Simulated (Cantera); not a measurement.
A freely propagating, adiabatic, planar premixed flame of CH₄ : O₂ : N₂ = 1 : 2.35 : 8.85 (molar parts), equivalence ratio 0.85, unburnt at 700 K and 1.00 atm; mixture-averaged transport, grid criteria slope 0.08 and curve 0.16, no radiation.

Model: GRI-Mech 3.0 (53 species, 325 reactions), integrated in Cantera. Burning velocities carry a grid error of a few per cent, more on coarse grids.

x: mole fraction of selected species; z is measured from the peak of heat release.

| z (mm) | T (K) | u (m/s) | x CH₄ | x O₂ | x C₂H₄ | x N₂O | x OH | x C₂H₆ |
|---|---|---|---|---|---|---|---|---|
| -0.955 | 700 | 1.64 | 0.0819 | 0.192 | (withheld) | <1e-8 | <1e-8 | 4.87e-8 |
| -0.636 | 702 | 1.64 | 0.0816 | 0.192 | (withheld) | <1e-8 | <1e-8 | 8.82e-7 |
| -0.477 | 707 | 1.66 | 0.0811 | 0.191 | (withheld) | <1e-8 | 5.02e-8 | 5.43e-6 |
| -0.318 | 745 | 1.75 | 0.0781 | 0.188 | (withheld) | <1e-8 | 1.71e-6 | 5.65e-5 |
| -0.159 | 1031 | 2.46 | 0.0586 | 0.164 | (withheld) | <1e-8 | 6.07e-5 | 0.000663 |
| -0.0796 | 1389 | 3.34 | 0.0335 | 0.129 | (withheld) | 2.64e-8 | 0.000502 | 0.000742 |
| 0 | 1749 | 4.24 | 0.00863 | 0.0846 | (withheld) | 6.63e-8 | 0.00300 | 8.09e-5 |
| 0.0796 | 1905 | 4.62 | 0.000748 | 0.0577 | (withheld) | 1.20e-7 | 0.00746 | 4.69e-7 |
| 0.159 | 1950 | 4.72 | 3.44e-5 | 0.0478 | (withheld) | 1.59e-7 | 0.00976 | <1e-8 |
| 0.318 | 2004 | 4.82 | 9.53e-8 | 0.0421 | <1e-8 | 1.81e-7 | 0.0108 | <1e-8 |
| 0.636 | 2074 | 4.96 | <1e-8 | 0.0388 | <1e-8 | 1.92e-7 | 0.0108 | <1e-8 |
| 1.27 | 2154 | 5.12 | <1e-8 | 0.0362 | <1e-8 | 2.18e-7 | 0.0101 | <1e-8 |
| 2.55 | 2230 | 5.28 | <1e-8 | 0.0337 | <1e-8 | 2.54e-7 | 0.00871 | <1e-8 |

Task: What belongs in the gaps?

Result: 
- -0.955, x C₂H₄: 1.33e-8
- -0.636, x C₂H₄: 2.11e-7
- -0.477, x C₂H₄: 1.22e-6
- -0.318, x C₂H₄: 1.19e-5
- -0.159, x C₂H₄: 0.000164
- -0.0796, x C₂H₄: 0.000379
- 0, x C₂H₄: 0.000238
- 0.0796, x C₂H₄: 1.50e-5
- 0.159, x C₂H₄: 2.62e-7
